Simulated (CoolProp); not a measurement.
Dimethyl carbonate along the isobar 10.1 MPa: Z from the reference equation and from simpler models built on Tc = 557.0 K, pc = 4.909 MPa, ω = 0.346; each cubic takes its own stable root.

Values from CoolProp's reference Helmholtz-energy equation of state, Zhou 2011.

```tsv
T (K)	phase	reference
328.1	liquid	0.3225
361.7	liquid	0.3055
395.3	liquid	0.2930
428.8	liquid	0.2845
462.4	liquid	0.2799
496	liquid	0.2800
529.5	liquid	0.2869
563.1	supercritical	0.3087
596.7	supercritical	0.3719
```

How far does each simpler model (van der Waals, Redlich-Kwong, Peng-Robinson) lie from the reference over these 9 states: mean and median of the absolute difference, and the worst?


- van der Waals: mean 54.7 %, median 59.5 %, worst +67.9 % at 328.1 K and 10.1 MPa
- Redlich-Kwong: mean 15.8 %, median 16.2 %, worst +18.4 % at 529.5 K and 10.1 MPa
- Peng-Robinson: mean 2.5 %, median 1.5 %, worst +7.2 % at 596.7 K and 10.1 MPa
